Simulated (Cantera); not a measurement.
What does this Cantera script print?

```python
import numpy as np
import cantera as ct

gas = ct.Solution("gri30.yaml")
gas.TPX = 1000, 120, {'H2': 0.013, 'O2': 1, 'N2': 0.16}
reactor = ct.IdealGasConstPressureReactor(gas, energy="off", clone=False)
net = ct.ReactorNet([reactor])
net.rtol, net.atol = 1e-08, 1e-18
show = ['H2', 'O2', 'OH', 'N2O', 'H']
times = np.geomspace(1e-06, 9, 13)

steps = ct.SolutionArray(gas, extra=["t"])
rows = []
print(f"{'t/s':>10s}{'T/K':>9s}{'P/Pa':>11s}" + "".join(f"{s:>11s}" for s in show))
for t in times:
    while net.time < t:
        t_next = net.step()
        steps.append(gas.state, t=t_next)
    rows.append([np.interp(t, steps.t, y) for y in (steps.T, steps.P, *steps(*show).X.T)])
    print(f"{t:10.3e}{rows[-1][0]:9.1f}{rows[-1][1]:11.4g}" + "".join(f"{x:11.3e}" for x in rows[-1][2:]))
rate = np.gradient(steps.T, steps.t)
print("integrator steps:", len(steps.t))
if steps.T.max() > steps.T[0] + 200:
    print(f"time of steepest temperature rise: {steps.t[rate.argmax()]:.4e} s")
gas.TPX = 1000, 120, {'H2': 0.013, 'O2': 1, 'N2': 0.16}
gas.equilibrate("TP")
print(f"equilibrium (TP): T = {gas.T:.1f} K  " + "  ".join(f"{s} {gas[s].X[0]:.3e}" for s in show))
```

Output:

```
       t/s      T/K       P/Pa         H2         O2         OH        N2O          H
 1.000e-06   1000.0        120  1.108e-02  8.525e-01  3.474e-18  1.155e-23  8.248e-15
 3.798e-06   1000.0        120  1.108e-02  8.525e-01  3.671e-17  4.388e-23  3.130e-14
 1.442e-05   1000.0        120  1.108e-02  8.525e-01  5.461e-16  1.667e-22  1.185e-13
 5.477e-05   1000.0        120  1.108e-02  8.525e-01  7.489e-15  6.334e-22  4.445e-13
 2.080e-04   1000.0        120  1.108e-02  8.525e-01  1.016e-13  2.411e-21  1.615e-12
 7.900e-04   1000.0        120  1.108e-02  8.525e-01  1.274e-12  9.241e-21  5.267e-12
 3.000e-03   1000.0        120  1.108e-02  8.525e-01  1.206e-11  3.659e-20  1.370e-11
 1.139e-02   1000.0        120  1.108e-02  8.525e-01  8.716e-11  1.689e-19  4.349e-11
 4.327e-02   1000.0        120  1.108e-02  8.525e-01  2.318e-09  2.057e-18  9.221e-10
 1.643e-01   1000.0        120  1.070e-02  8.522e-01  1.229e-04  8.026e-14  5.473e-05
 6.240e-01   1000.0        120  6.225e-05  8.434e-01  4.068e-04  7.807e-11  1.014e-03
 2.370e+00   1000.0        120  4.761e-05  8.453e-01  3.567e-04  1.942e-10  6.874e-04
 9.000e+00   1000.0        120  2.213e-05  8.488e-01  2.434e-04  2.395e-10  2.126e-04
integrator steps: 852
equilibrium (TP): T = 1000.0 K  H2 3.067e-11  O2 8.517e-01  OH 2.936e-07  N2O 3.139e-11  H 3.652e-13
```

Computed with Cantera and GRI-Mech 3.0 (53 species, 325 reactions). Radical loss at walls, strong at low pressure, is not modelled.
